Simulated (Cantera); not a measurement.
A closed system holds: 1 mol Si, 1.7 mol Cl2, 6.6 mol H2, held at 750 Torr.

Equilibrium computed with Cantera from the NASA thermochemical tables; the gas is ideal and each condensed phase is pure. Candidate condensed phases: Si; 19 gas species. The numbers say what is thermodynamically allowed, not how fast it happens.

What share of the Si ends up in condensed phases as a function of T (K), at 773, 823, 873, 923, 973, 1023, 1073, 1123, 1173, 1223, 1273, 1323, 1373, 1423?


```json
[
 {"T (K)": "773", "Si condensed (%)": "5.2", "as": "Si(s)"},
 {"T (K)": "823", "Si condensed (%)": "5.5", "as": "Si(s)"},
 {"T (K)": "873", "Si condensed (%)": "5.9", "as": "Si(s)"},
 {"T (K)": "923", "Si condensed (%)": "6.4", "as": "Si(s)"},
 {"T (K)": "973", "Si condensed (%)": "7.0", "as": "Si(s)"},
 {"T (K)": "1023", "Si condensed (%)": "7.9", "as": "Si(s)"},
 {"T (K)": "1073", "Si condensed (%)": "8.9", "as": "Si(s)"},
 {"T (K)": "1123", "Si condensed (%)": "10.0", "as": "Si(s)"},
 {"T (K)": "1173", "Si condensed (%)": "11.1", "as": "Si(s)"},
 {"T (K)": "1223", "Si condensed (%)": "12.2", "as": "Si(s)"},
 {"T (K)": "1273", "Si condensed (%)": "12.9", "as": "Si(s)"},
 {"T (K)": "1323", "Si condensed (%)": "13.1", "as": "Si(s)"},
 {"T (K)": "1373", "Si condensed (%)": "12.5", "as": "Si(s)"},
 {"T (K)": "1423", "Si condensed (%)": "11.1", "as": "Si(s)"}
]
```
